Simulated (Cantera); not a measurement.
Equilibrium for silicon carbide growth: SiCl₄ + C₂H₄ + H₂

Input: 1 mol SiCl₄, a varied amount of C₂H₄, 3 mol H₂, at 650 °C and 7800 Pa.

These are equilibrium values from Cantera (NASA tables, ideal gas, pure condensed phases), not measurements of a reactor. Candidate condensed phases: C, C₆H₆, C₇H₈, C₈H₁₈, Si, SiC; 109 gas species. The tables' values for SiCl₃ are old estimates; treat these amounts as uncertain. Rates play no part.

```csv
n(C₂H₄) (mol),x H₂,x SiCl₄,x HCl,x CH₄,n SiC(s),n C(graphite)
0.032,0.705,0.220,0.0645,0.00165,0.0572,0
0.042,0.697,0.217,0.0758,0.00318,0.0708,0
0.056,0.686,0.213,0.0889,0.00614,0.0864,0
0.074,0.681,0.210,0.0957,0.00839,0.0949,0.0177
0.097,0.683,0.207,0.0956,0.00846,0.0959,0.0621
0.13,0.687,0.204,0.0955,0.00855,0.0973,0.126
0.17,0.691,0.199,0.0953,0.00866,0.0990,0.203
0.23,0.697,0.193,0.0950,0.00881,0.101,0.319
```
x: gas mole fraction; n: condensed amount in mol.

From 0.032 mol C₂H₄ to 0.056 mol C₂H₄ the condensed part is SiC(s). From 0.074 mol C₂H₄ to 0.23 mol C₂H₄ the condensed part is C(graphite) + SiC(s). The main Si-bearing gas is SiCl₄ throughout. The share of Si in condensed phases is highest at 0.23 mol C₂H₄ (10.1 %) and lowest at 0.032 mol C₂H₄ (5.7 %).
